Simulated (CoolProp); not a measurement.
A simple Rankine cycle with R123: condensing at 291.15 K, boiler at 0.389 MPa, turbine inlet 384.3 K, turbine efficiency 0.7, pump efficiency 0.7, no recuperator. Each further row changes one setting.

Values from CoolProp's reference Helmholtz-energy equation of state, Younglove 1994. It is a modified Benedict-Webb-Rubin equation, recast in Helmholtz form.

| case | thermal efficiency (%) | net work (kJ/kg) | heat in (kJ/kg) | turbine exit temperature (K) | volume ratio over the turbine |
|---|---|---|---|---|---|
| as stated | 9.4 | 22.2 | 237 | 348.8 | 5.34 |
| turbine inlet 404.3 K | 9.3 | 23.6 | 254 | 368.6 | 5.31 |
| condensing temperature 283.15 K | 10.7 | 26.2 | 245 | 342.9 | 7.29 |
| boiler pressure 0.272 MPa | 7.6 | 18.1 | 239 | 356.7 | 3.73 |
| turbine efficiency 0.6 | 8.0 | 19.0 | 237 | 353.1 | 5.41 |
